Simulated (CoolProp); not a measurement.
Vapour pressure (MPa) of acetone: the reference equation beside estimates from Tc = 508.1 K, pc = 4.692 MPa, ω = 0.307. Clausius-Clapeyron is anchored at 355.6 K with a constant enthalpy of vaporisation of 27.35 kJ/mol.

Model: reference Helmholtz-energy equation of state, Lemmon 2006, in CoolProp. It is a short technical equation, of lower accuracy than the large ones.

```tsv
T (K)	reference	Clausius-Clapeyron	Redlich-Kwong	Soave-Redlich-Kwong
333.4	0.1166	0.1249	0.2319	0.1148
339	0.1400	0.1470	0.2699	0.1383
344.5	0.1663	0.1717	0.3116	0.1649
350	0.1964	0.1995	0.3577	0.1954
355.6	0.2313	0.2313	0.4096	0.2307
361.1	0.2700	0.2663	0.4657	0.2701
366.6	0.3136	0.3053	0.5270	0.3145
372.2	0.3633	0.3494	0.5952	0.3653
377.7	0.4178	0.3974	0.6680	0.4211
383.2	0.4784	0.4503	0.7469	0.4832
388.8	0.5468	0.5095	0.8338	0.5534
394.3	0.6209	0.5734	0.9257	0.6295
399.9	0.7040	0.6444	1.026	0.7150
405.4	0.7936	0.7205	1.132	0.8072
410.9	0.8915	0.8032	1.246	0.9080
```

Absolute difference from the reference over all 15 rows, mean and median: Clausius-Clapeyron 5.2 and 5.0 %, Redlich-Kwong 65.9 and 63.8 %, Soave-Redlich-Kwong 1.0 and 1.0 %.
